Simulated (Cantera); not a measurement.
Input: 1 mol Fe, 0.097 mol SO2, a varied amount of H2, at 1950 K and 0.100 bar.

Equilibrium computed with Cantera from the NASA thermochemical tables; the gas is ideal and each condensed phase is pure. Candidate condensed phases: Fe, FeO, Fe(OH)2, Fe(OH)3, FeS, FeSO4, FeS2, Fe2O3, Fe2(SO4)3, Fe3O4, H2O, H2SO4, S; 22 gas species. The numbers say what is thermodynamically allowed, not how fast it happens.

Task: What share of the Fe ends up in condensed phases as a function of n(H2) (mol), at 17, 22, 29, 37, 49, 63, 82, 110, 140, 180?

Result: 
```csv
n(H2) (mol),Fe condensed (%),as
17,96.5,Fe(l)
22,95.5,Fe(l)
29,94.0,Fe(l)
37,92.4,Fe(l)
49,89.9,Fe(l)
63,87.0,Fe(l)
82,83.1,Fe(l)
110,77.4,Fe(l)
140,71.2,Fe(l)
180,63.0,Fe(l)
```
